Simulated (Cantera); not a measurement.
Charge: 1 mol Si, 0.015 mol H2O, 1000 mol N2, 0.012 mol O2, equilibrated at 1677 °C and 0.133 bar.

These are equilibrium values from Cantera (NASA tables, ideal gas, pure condensed phases), not measurements of a reactor. Candidate condensed phases: H2O, Si, SiO2, Si2N2O, Si3N4; 35 gas species. The tables' values for SiN are old estimates; treat these amounts as uncertain. Equilibrium is a limit: real reactors are often held back by kinetics, nucleation or transport.

Base state: N2 1.000, Si 0.000131, SiO 3.90e-5, Si2N 1.42e-5, SiN 1.41e-5 (mole fractions); condensed: Si3N4(s).

### Question
What changes in the equilibrium state with this change: 1.6 mol CH4 added?

### Answer
| species | before | after |
|---|---|---|
| N2 | 1.000 | 0.996 |
| H2 | 9.99e-6 | 0.00284 |
| HCN | 0 | 0.000539 |
| Si | 0.000131 | 9.63e-6 |
| CO | 0 | 3.84e-5 |
| HNC | 0 | 2.79e-5 |
| Si2N | 1.42e-5 | 7.67e-8 |
| SiO | 3.90e-5 | 4.49e-7 |
| H | 9.92e-6 | 0.000167 |
| Si3N4(s), mol | 0.262 | 0 |
| SiC(s), mol | 0 | 0.988 |
Further candidate phases: C, C6H6, C7H8, C8H18, SiC.

### Question
What changes in the equilibrium state with this change: pressure from 0.133 bar to 0.0133 bar?

### Answer
```
species          before     after
-------------  --------  --------
N2                1.000     0.999
Si             0.000131  0.000880
SiO             3.90e-5   3.90e-5
SiN             1.41e-5   2.99e-5
H               9.92e-6   2.09e-5
Si2N            1.42e-5   2.03e-5
Si3N4(s), mol     0.262         0
```
